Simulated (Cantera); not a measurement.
Reactions in the system Cu-F-N

Cantera with NASA thermochemical tables; ideal gases at 1 bar, condensed phases pure. Values are per mole of reaction as written; species without (g) are pure solids or liquids, kept so even where they would boil at 1 bar.

2 N(g) + 3 CuF₂(g) → 2 NF₃(g) + 3 Cu

```json
[
 {"T (K)": "300", "ΔH° (kJ)": "-407.9", "ΔS° (J/K)": "-486.8", "ΔG° (kJ)": "-261.9", "log10 K": "45.60"},
 {"T (K)": "900", "ΔH° (kJ)": "-397.8", "ΔS° (J/K)": "-471.9", "ΔG° (kJ)": "26.8", "log10 K": "-1.56"},
 {"T (K)": "950", "ΔH° (kJ)": "-396.2", "ΔS° (J/K)": "-470.1", "ΔG° (kJ)": "50.4", "log10 K": "-2.77"},
 {"T (K)": "1000", "ΔH° (kJ)": "-394.6", "ΔS° (J/K)": "-468.4", "ΔG° (kJ)": "73.8", "log10 K": "-3.86"},
 {"T (K)": "1050", "ΔH° (kJ)": "-392.8", "ΔS° (J/K)": "-466.7", "ΔG° (kJ)": "97.2", "log10 K": "-4.84"},
 {"T (K)": "1100", "ΔH° (kJ)": "-390.9", "ΔS° (J/K)": "-464.9", "ΔG° (kJ)": "120.5", "log10 K": "-5.72"},
 {"T (K)": "1150", "ΔH° (kJ)": "-388.9", "ΔS° (J/K)": "-463.2", "ΔG° (kJ)": "143.7", "log10 K": "-6.53"},
 {"T (K)": "1200", "ΔH° (kJ)": "-386.9", "ΔS° (J/K)": "-461.4", "ΔG° (kJ)": "166.8", "log10 K": "-7.26"},
 {"T (K)": "1250", "ΔH° (kJ)": "-384.7", "ΔS° (J/K)": "-459.6", "ΔG° (kJ)": "189.9", "log10 K": "-7.93"}
]
```
